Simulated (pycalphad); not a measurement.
Computed with pycalphad from the COST 507 light-alloy database (1999), at 1 atm. The data set is of 1999 and partly superseded. Amounts are mole fractions of atoms. Kinetics are ignored, which matters at the lower temperatures.

Task: Give the equilibrium state of Y-0.8526Si (wt.%) at 730 K.

Result: 
```
T = 730.00 K, P = 101325 Pa, N = 1 mol of atoms
G = -42671 J/mol, H = 6824 J/mol, S = 67.80 J/(mol K)  (SER reference)
chemical potentials (J/mol): Y -38493, Si -196153
phase             fraction       x(Y)      x(Si)
HCP_A3              0.9293     1.0000      1e-14
SI3Y5               0.0707     0.6250     0.3750
```

Task: Give the equilibrium state of Y-0.8526Si (wt.%) at 1530 K.

Result: 
```
T = 1530.00 K, P = 101325 Pa, N = 1 mol of atoms
G = -107257 J/mol, H = 38916 J/mol, S = 95.54 J/(mol K)  (SER reference)
chemical potentials (J/mol): Y -104289, Si -216281
phase             fraction       x(Y)      x(Si)
HCP_A3              0.6936     1.0000   7.07e-11
LIQUID              0.3064     0.9135     0.0865
```

Database names, with the compositions (at.%) that they take in these runs: SI3Y5: Y 62 Si 37. HCP_A3 is hcp.
